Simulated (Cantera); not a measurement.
Feed: 1 mol Si, a varied amount of HBr, 6.6 mol H2, equilibrated at 1350 K and 0.100 bar.

Method: chemical equilibrium by Gibbs-energy minimisation in Cantera with the NASA 1993 tables (ideal gas, pure condensed phases). Candidate condensed phases: Br2, Si; 19 gas species. The tables' values for SiBr3 are old estimates; treat these amounts as uncertain. The numbers say what is thermodynamically allowed, not how fast it happens.

log p: log10 of the partial pressure in bar; n: condensed amount in mol.

| n(HBr) (mol) | log p H2 | log p HBr | log p SiBr2 | log p SiBr4 | log p SiBr3 | n Si(s) |
|---|---|---|---|---|---|---|
| 1.7 | -1.07 | -1.93 | -2.48 | -3.47 | -3.73 | 0.673 |
| 2.1 | -1.09 | -1.89 | -2.38 | -3.29 | -3.60 | 0.566 |
| 2.6 | -1.10 | -1.86 | … | … | -3.47 | … |
| 3.3 | -1.11 | -1.82 | -2.21 | -2.95 | -3.34 | 0.229 |
| 4.2 | -1.13 | -1.78 | -2.16 | -2.79 | -3.23 | 0 |
| 5.2 | -1.16 | -1.65 | -2.27 | -2.62 | -3.20 | 0 |
| 6.5 | -1.20 | … | … | … | -3.22 | 0 |
| 8.2 | -1.24 | -1.45 | -2.58 | -2.44 | -3.27 | 0 |

### Question
What belongs in the gaps?

### Answer

- 6.5, log p HBr: -1.55
- 6.5, log p SiBr2: -2.41
- 6.5, log p SiBr4: -2.50
- 2.6, log p SiBr2: -2.30
- 2.6, log p SiBr4: -3.12
- 2.6, n Si(s): 0.427
